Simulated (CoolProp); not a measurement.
Properties of n-perfluorohexane along the isobar 1.06 MPa.

Values from CoolProp's reference Helmholtz-energy equation of state, Gao 2022.

```csv
T (°C),phase,cp (kJ/(kg K)),expansivity (1/kK)
0.05,liquid,1.007,1.580
25.25,liquid,1.046,1.707
50.55,liquid,1.085,1.908
75.85,liquid,1.125,2.231
101.05,liquid,1.172,2.798
126.35,liquid,1.238,4.038
151.55,gas,1.193,11.79
176.85,gas,1.104,6.221
```
